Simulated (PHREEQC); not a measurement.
Consider water at 25 °C with 0.0025 mol H2SO4, 0.085 mol CuSO4 and 0.067 mol Na2SO4 per kg of water. Closed to the air; pH follows from the charge balance.

Model: ion-association model, wateq4f.dat, run in PHREEQC.

Each row changes one thing in this solution. This is a speciation only: nothing precipitates in the calculation.

```
case                                                pH  ionic strength (mol/kgw)  Na+ (mol/kgw)  SO4-2 (mol/kgw)  NaSO4- (mol/kgw)  HSO4- (mol/kgw)  SI of Mirabilite (Na2SO4:10H2O)
------------------------------------------------  ----  ------------------------  -------------  ---------------  ----------------  ---------------  -------------------------------
as made                                           2.94                     0.330          0.120           0.0915            0.0135          0.00353                            -2.69
temperature from 25 to 20 °C                      2.91                     0.332          0.121           0.0921            0.0132          0.00344                            -2.44
temperature from 25 to 45 °C                      3.08                     0.325          0.120           0.0896            0.0142          0.00392                            -3.60
H2SO4 from 0.0025 to 0.00125 mol/kgw              3.25                     0.330          0.120           0.0918            0.0135          0.00177                            -2.68
CuSO4 replaced by Al2(SO4)3 at the same molality  2.92                     0.371          0.122           0.0871            0.0124          0.00345                            -2.73
Na2SO4 from 0.067 to 0.0603 mol/kgw               2.93                     0.315              …           0.0869            0.0117          0.00350                            -2.79
diluted 5-fold with water                         3.36                    0.0770         0.0257           0.0219           0.00113         0.000476                                …
H2SO4 replaced by KHSO4 at the same molality      3.25                     0.332          0.120                …            0.0136          0.00177                            -2.68
CuSO4 replaced by Rb2SO4 at the same molality        …                     0.421          0.117            0.133            0.0174          0.00382                            -2.61
```

Fill in the missing entries.


- Na2SO4 from 0.067 to 0.0603 mol/kgw, Na+ (mol/kgw): 0.109
- diluted 5-fold with water, SI of Mirabilite (Na2SO4:10H2O): -4.32
- H2SO4 replaced by KHSO4 at the same molality, SO4-2 (mol/kgw): 0.0926
- CuSO4 replaced by Rb2SO4 at the same molality, pH: 3.04

Species that the database lacks are ignored. At this temperature some constants are extrapolated from 25 °C, and those without enthalpy data are left unchanged.
